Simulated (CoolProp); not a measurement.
Octamethyltrisiloxane (MDM) along the isotherm 575 K: Z from the reference equation and from simpler models built on Tc = 565.4 K, pc = 14.38 bar, ω = 0.528; each cubic takes its own stable root.

Values from CoolProp's reference Helmholtz-energy equation of state, Thol 2017.

```json
[
 {"p (bar)": "1.35", "phase": "gas", "reference": "0.9700"},
 {"p (bar)": "2.7", "phase": "gas", "reference": "0.9385"},
 {"p (bar)": "4.04", "phase": "gas", "reference": "0.9054"},
 {"p (bar)": "5.39", "phase": "gas", "reference": "0.8699"},
 {"p (bar)": "6.74", "phase": "gas", "reference": "0.8319"},
 {"p (bar)": "8.09", "phase": "gas", "reference": "0.7908"},
 {"p (bar)": "9.43", "phase": "gas", "reference": "0.7462"},
 {"p (bar)": "10.8", "phase": "gas", "reference": "0.6952"},
 {"p (bar)": "12.1", "phase": "gas", "reference": "0.6400"},
 {"p (bar)": "13.5", "phase": "gas", "reference": "0.5688"},
 {"p (bar)": "14.8", "phase": "supercritical", "reference": "0.4831"},
 {"p (bar)": "16.2", "phase": "supercritical", "reference": "0.3388"},
 {"p (bar)": "17.5", "phase": "supercritical", "reference": "0.2559"},
 {"p (bar)": "18.9", "phase": "supercritical", "reference": "0.2491"},
 {"p (bar)": "20.2", "phase": "supercritical", "reference": "0.2532"},
 {"p (bar)": "21.6", "phase": "supercritical", "reference": "0.2610"}
]
```

How far does each simpler model (van der Waals, Redlich-Kwong, Soave-Redlich-Kwong, Peng-Robinson) lie from the reference over these 16 states: mean and median of the absolute difference, and the worst?


- van der Waals: mean 10.1 %, median 2.8 %, worst +36.5 % at 575 K and 21.6 bar
- Redlich-Kwong: mean 4.5 %, median 0.3 %, worst +16.4 % at 575 K and 20.2 bar
- Soave-Redlich-Kwong: mean 7.2 %, median 1.8 %, worst +23.0 % at 575 K and 17.5 bar
- Peng-Robinson: mean 4.2 %, median 2.0 %, worst +13.4 % at 575 K and 17.5 bar
